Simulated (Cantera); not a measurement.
Input: 1 mol SiCl₄, 7.7 mol H₂, 0.57 mol Cl₂, held at 975 K and 1350 Torr.

Cantera equilibrium calculation (NASA polynomials, part measured and part estimated; ideal gas, pure solids and liquids). Candidate condensed phases: Si; 19 gas species. The tables' values for SiCl₃ are old estimates; treat these amounts as uncertain. The numbers say what is thermodynamically allowed, not how fast it happens.

Base state: H₂ 0.765, HCl 0.127, SiCl₄ 0.104, SiHCl₃ 0.00360, SiCl₃ 3.84e-5, SiH₂Cl₂ 1.30e-5 (mole fractions); condensed: gas only.

Q: What changes in the equilibrium state with this change: temperature from 975 K to 1200 K?

A: 
```tsv
species	before	after
H₂	0.765	0.753
HCl	0.127	0.139
SiCl₄	0.104	0.0920
SiHCl₃	0.00360	0.0135
SiCl₂	4.00e-7	0.000280
SiCl₃	3.84e-5	0.00171
SiH₂Cl₂	1.30e-5	0.000261
```
